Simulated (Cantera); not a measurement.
An isothermal plug-flow reactor at 1148 K and 21000 Pa (inlet), inlet velocity 0.43 m/s, active area per volume 110 1/m; feed CH4 : O2 : N2 : H2O = 0.0096 : 0.012 : 0.79 : 0.006 (molar parts).

Cantera simulation using Deutschmann's 1995 Pt surface mechanism with GRI-Mech 3.0 gas chemistry; the numbers are that mechanism's predictions, not measurements. Catalytic surfaces can have several steady states; this one follows from the mechanism file's or the stated starting coverage. Mass transfer to the wall is taken as infinitely fast.

**Question.** What does this change do: temperature 1148 to 898 K?

**Answer.** 
```csv
quantity,before,after
x(CH4) at z = 0.0075 m,7.42e-5,0.00853
x(O2) at z = 0.0075 m,1.03e-8,0.00827
x(H2O) at z = 0.0075 m,0.0193,0.0138
x(CO2) at z = 0.0075 m,0.00555,0.00320
x(CO) at z = 0.0075 m,0.00599,4.43e-6
θ(free Pt) at the exit,0.988,0.320
```
